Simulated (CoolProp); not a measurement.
Computed with CoolProp (reference Helmholtz-energy equation of state, Gao 2020).

**Question.** For ammonia, give the phase and the density (kg/m³), cp (kJ/(kg K)), Joule-Thomson coefficient (K/MPa) at 497.7 K and 8.05 MPa.

**Answer.** 
- 497.7 K and 8.05 MPa: gas; density 38.1, cp 3.16, Joule-Thomson coefficient 5.20
